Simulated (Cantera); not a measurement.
Mixture: 23.5 % H₂, 9.79 % O₂, 65.5 % N₂, 1.24 % H₂O, at 4.70 bar, adiabatic and at constant pressure. Ignition delay is the time to a rise of 400 K.

Model: the H2/O2 subset of GRI-Mech 3.0, which has no nitrogen chemistry, integrated in Cantera. The hydrogen kinetics of GRI-Mech 3.0 are dated; newer H2 mechanisms differ, most at raised pressure. Below about 950 K walls govern HO2 and H2O2 in real vessels.

Predict: delay at 925 K; delay at 975 K; delay at 1025 K; delay at 1075 K; delay at 1125 K; delay at 1175 K; delay at 1225 K.


```
Property            Value
---------------  --------
delay at 925 K    0.107 s
delay at 975 K    27.5 ms
delay at 1025 K   7.16 ms
delay at 1075 K   1.67 ms
delay at 1125 K  0.251 ms
delay at 1175 K   39.2 µs
delay at 1225 K   19.4 µs
```
